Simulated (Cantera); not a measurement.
Cantera run:

```python
import numpy as np
import cantera as ct

gas_names = """
    B BH BH2 BH3 BN BO BO2 B2 B2O B2O2 B2O3 B3O3H3 H HBO HBO2 HNO HNO2 HNO3 HO2 H2 H2O H2O2 H3B3O6 N NH
    NH2 NH3 NH2OH NO NO2 NO3 N2 N2H2 N2H4 N2O O OH O2 O3
""".split()
cond_names = """
    B(b) B(L) BN(s) B2O3(L) B3O3H3(cr) H2O(s) H2O(L)
""".split()


# ... load() reads the species with a 1 bar reference pressure and builds the phases ...
atoms = {
    'B2H6': {'B': 2, 'H': 6},
    'O2': {'O': 2},
    'N2': {'N': 2},
    'H2': {'H': 2},
}
top_T = {'BN(s)': 3200}  # K; cautious upper limits of use, not melting points


# ... equilibrate(T, P, feed) seeds the gas with the atoms and calls Mixture.equilibrate('TP', solver="vcs", rtol=1e-11, max_steps=5000) ...
results = []
T = 1700  # K
P = 13332.2  # Pa
for m in [0.28, 0.36, 0.46, 0.59, 0.76, 0.97, 1.3, 1.6, 2.1]:
    feed = {'B2H6': 1, 'O2': m, 'N2': 17, 'H2': 110}  # mol
    mix = equilibrate(T, P, feed)
    results.append((T, P, feed, dict(zip(mix.species_names, mix.species_moles))))

top = {s: max(r[3][s] / sum(r[3][g] for g in gas_names) for r in results) for s in gas_names}
cols = sorted((s for s in top if top[s] > 1e-05), key=lambda s: -top[s])[:9]
seen = [c for c in cond_names if any(r[3].get(c, 0) > 1e-12 for r in results)]
print("log10 of partial pressures in bar; condensed amounts in mol")
print(f"{'n(O2)':>10s}" + "".join(f"{s[:9]:>10s}" for s in cols + seen))
for T, P, feed, n in results:
    ng = sum(n[g] for g in gas_names)
    print(f"{feed['O2']:10.4g}" + "".join(f"{np.log10(max(n[s] / ng * P / 1e5, 1e-99)):10.3f}" for s in cols)
          + "".join(f"{n.get(c, 0):10.4g}" for c in seen))
```

Result:

```
log10 of partial pressures in bar; condensed amounts in mol
     n(O2)        H2        N2      HBO2       HBO       H2O      B2O3         H      B2O2        BO     BN(s)
      0.28    -0.935    -1.777    -4.087    -3.483    -4.326    -5.068    -4.299    -5.366    -5.546     1.574
      0.36    -0.936    -1.776    -3.933    -3.407    -4.250    -4.838    -4.300    -5.212    -5.470     1.462
      0.46    -0.936    -1.775    -3.789    -3.336    -4.178    -4.622    -4.300    -5.069    -5.398     1.326
      0.59    -0.937    -1.773    -3.650    -3.267    -4.109    -4.413    -4.300    -4.930    -5.328     1.152
      0.76    -0.938    -1.771    -3.514    -3.200    -4.041    -4.209    -4.301    -4.795    -5.261    0.9276
      0.97    -0.940    -1.768    -3.389    -3.138    -3.979    -4.021    -4.302    -4.671    -5.199    0.6547
       1.3    -0.942    -1.764    -3.246    -3.068    -3.908    -3.806    -4.303    -4.529    -5.128    0.2314
       1.6    -0.943    -1.762    -3.086    -3.120    -3.698    -3.697    -4.303    -4.630    -5.179         0
       2.1    -0.945    -1.762    -2.865    -3.457    -3.142    -3.810    -4.304    -5.302    -5.514         0
```

Method: chemical equilibrium by Gibbs-energy minimisation in Cantera with the NASA 1993 tables (ideal gas, pure condensed phases). The feed counts by its element totals alone.
